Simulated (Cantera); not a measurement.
A Cantera script and its output.

```python
import numpy as np
import cantera as ct

gas = ct.Solution("gri30.yaml")
gas.TPX = 1550, 100, {'CH4': 1.4, 'N2': 150}
inlet = ct.Reservoir(gas, clone=True)

reactor = ct.IdealGasConstPressureReactor(gas, energy="off", clone=False)
exhaust = ct.Reservoir(gas, clone=True)
tau = [12, 1.9, 0.31, 0.049, 0.0077, 0.0012, 0.00019][0]
for a, b in ((inlet, reactor), (reactor, exhaust)):
    ct.MassFlowController(a, b, mdot=lambda t: reactor.mass / tau)
net = ct.ReactorNet([reactor])
show = ['CH4', 'CH2', 'H', 'C2H', 'HCN', 'CH3']

rows = []
print(f"{'tau/s':>10s}{'T/K':>9s}" + "".join(f"{s:>11s}" for s in show))
for tau in [12, 1.9, 0.31, 0.049, 0.0077, 0.0012, 0.00019]:
    net.initial_time = 0.0
    net.advance(30 * tau)
    before = gas.X
    net.advance(40 * tau)
    drift = np.max(np.abs(gas.X - before) / (gas.X + 1e-9))
    rows.append([gas.T, *gas[show].X, drift])
    print(f"{tau:10.3e}{gas.T:9.1f}" + "".join(f"{x:11.3e}" for x in gas[show].X))
```

Output:

```
     tau/s      T/K        CH4        CH2          H        C2H        HCN        CH3
 1.200e+01   1550.0  7.956e-03  5.567e-08  1.773e-06  1.210e-09  1.742e-08  1.147e-04
 1.900e+00   1550.0  9.204e-03  4.156e-09  7.609e-08  1.120e-11  1.432e-11  3.046e-05
 3.100e-01   1550.0  9.242e-03  1.460e-10  3.958e-08  8.265e-15  1.315e-13  4.992e-06
 4.900e-02   1550.0  9.246e-03  6.186e-12  3.578e-08  8.035e-19  1.975e-15  7.600e-07
 7.700e-03   1550.0  9.247e-03  1.764e-13  2.413e-08  3.523e-23  3.808e-17  1.009e-07
 1.200e-03   1550.0  9.247e-03  1.370e-15  7.808e-09  4.955e-28  5.894e-19  1.168e-08
 1.900e-04   1550.0  9.247e-03  6.862e-18  1.485e-09  9.680e-33  6.883e-21  1.601e-09
```

Model: GRI-Mech 3.0 (53 species, 325 reactions), integrated in Cantera. GRI-Mech 3.0 stops at C3 and has no aromatics, soot or wall deposition, so with more carbon than oxygen in the feed, carbon stays in small species such as C2H2 where larger ones or solid carbon would form. Radical loss at walls, strong at low pressure, is not modelled.
